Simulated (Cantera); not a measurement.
Charge: 1 mol Al2O3, 0.038 mol HI, 0.5 mol H2, held at 1175 °C and 6.90 bar.

Cantera equilibrium calculation (NASA polynomials, part measured and part estimated; ideal gas, pure solids and liquids). Candidate condensed phases: Al, AlI3, Al2O3, H2O, I2; 25 gas species. Kinetics and transport are ignored.

Base state: H2 0.930, HI 0.0638, I 0.00595, I2 0.000252, H2O 9.39e-5, AlI3 6.21e-5 (mole fractions); condensed: Al2O3(s).

What changes in the equilibrium state with this change: HI from 0.038 to 2.4 mol?


| species | before | after |
|---|---|---|
| HI | 0.0638 | 0.560 |
| H2 | 0.930 | 0.277 |
| I | 0.00595 | 0.0957 |
| I2 | 0.000252 | 0.0652 |
| AlI3 | 6.21e-5 | 0.000846 |
| H2O | 9.39e-5 | 0.00127 |
| Al2O3(s), mol | 1.000 | 0.999 |
